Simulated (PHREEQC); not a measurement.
Dissolve 0.036 mol Cu(NO3)2, 0.078 mol H2SO4 and 0.00031 mol NaCl per kg of water at 25 °C. Closed to the air; pH follows from the charge balance.

All values are PHREEQC results (ion-association model, wateq4f.dat), not measurements.

Each row changes one thing in this solution. No solid was allowed to form.

| case | pH | ionic strength (mol/kgw) | HSO4- (mol/kgw) | Cu+2 (mol/kgw) | SO4-2 (mol/kgw) | CuSO4 (mol/kgw) | SI of Chalcanthite (CuSO4:5H2O) | SI of Tenorite (CuO) |
|---|---|---|---|---|---|---|---|---|
| as made | 1.08 | 0.203 | 0.0529 | 0.0275 | 0.0166 | 0.00845 | -1.73 | -7.50 |
| diluted 5-fold with water | 1.69 | 0.0470 | 0.00739 | 0.00552 | 0.00654 | 0.00168 | -2.44 | -6.81 |
| diluted 100-fold with water | ___ | 0.00316 | 7.67e-5 | 0.000332 | 0.000675 | 2.83e-5 | -4.22 | -5.50 |
| temperature from 25 to 65 °C | 1.14 | 0.193 | 0.0636 | 0.0304 | 0.00880 | 0.00554 | -2.15 | -6.05 |
| temperature from 25 to 5 °C | 1.06 | 0.209 | 0.0479 | 0.0267 | 0.0209 | 0.00925 | ___ | -8.35 |

Task: Fill in the missing entries.

Result: 
- diluted 100-fold with water, pH: 2.85
- temperature from 25 to 5 °C, SI of Chalcanthite (CuSO4:5H2O): -1.55

Species that the database lacks are ignored. Constants without temperature data keep their 25 °C values here.
